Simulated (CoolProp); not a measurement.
Sulfur hexafluoride along the isobar 7.78 bar: fugacity coefficient from the reference equation and from simpler models built on Tc = 318.7 K, pc = 37.55 bar, ω = 0.210; each cubic takes its own stable root.

The numbers come from the reference Helmholtz-energy equation of state, Guder 2009 in CoolProp.

```
T (K)  phase  reference
-----  -----  ---------
299.6    gas     0.9158
315.3    gas     0.9288
331      gas     0.9395
346.6    gas     0.9482
362.3    gas     0.9555
378      gas     0.9617
393.7    gas     0.9669
409.4    gas     0.9713
425      gas     0.9751
440.7    gas     0.9784
456.4    gas     0.9813
472.1    gas     0.9837
```

How far does each simpler model (van der Waals, Redlich-Kwong, Soave-Redlich-Kwong, Peng-Robinson) lie from the reference over these 12 states: mean and median of the absolute difference, and the worst?


- van der Waals: mean 0.5 %, median 0.5 %, worst +1.4 % at 299.6 K and 7.78 bar
- Redlich-Kwong: mean 0.3 %, median 0.4 %, worst -0.5 % at 456.4 K and 7.78 bar
- Soave-Redlich-Kwong: mean 0.1 %, median 0.1 %, worst -0.1 % at 315.3 K and 7.78 bar
- Peng-Robinson: mean 0.7 %, median 0.7 %, worst -0.9 % at 299.6 K and 7.78 bar
